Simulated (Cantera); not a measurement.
**Hydrogen reduction and annealing atmospheres: Fe₃O₄ + H₂ + H₂O**

Feed: 1 mol Fe₃O₄, 650 mol H₂, 0.043 mol H₂O, at 10000 Pa.

Equilibrium computed with Cantera from the NASA thermochemical tables; the gas is ideal and each condensed phase is pure. Candidate condensed phases: Fe, FeO, Fe(OH)₂, Fe(OH)₃, Fe₂O₃, Fe₃O₄, H₂O; 12 gas species. Rates play no part.

From 525 °C to 875 °C the condensed part is Fe(α). From 925 °C to 1075 °C the condensed part is Fe(γ).

| T (°C) | x H₂ | x H₂O | x H | x Fe | n Fe(α) | n Fe(γ) |
|---|---|---|---|---|---|---|
| 525 | 0.994 | 0.00622 | 8.40e-12 | <1e-12 | 3.00 | 0 |
| 575 | 0.994 | 0.00622 | 6.00e-11 | <1e-12 | 3.00 | 0 |
| 625 | 0.994 | 0.00622 | 3.45e-10 | <1e-12 | 3.00 | 0 |
| 675 | 0.994 | 0.00622 | 1.65e-9 | <1e-12 | 3.00 | 0 |
| 725 | 0.994 | 0.00622 | 6.78e-9 | <1e-12 | 3.00 | 0 |
| 775 | 0.994 | 0.00622 | 2.44e-8 | 1.40e-12 | 3.00 | 0 |
| 825 | 0.994 | 0.00622 | 7.80e-8 | 1.16e-11 | 3.00 | 0 |
| 875 | 0.994 | 0.00622 | 2.26e-7 | 7.98e-11 | 3.00 | 0 |
| 925 | 0.994 | 0.00622 | 5.99e-7 | 4.64e-10 | 0 | 3.00 |
| 975 | 0.994 | 0.00622 | 1.47e-6 | 2.33e-9 | 0 | 3.00 |
| 1025 | 0.994 | 0.00622 | 3.38e-6 | 1.03e-8 | 0 | 3.00 |
| 1075 | 0.994 | 0.00622 | 7.29e-6 | 4.08e-8 | 0 | 3.00 |
x: gas mole fraction; n: condensed amount in mol.
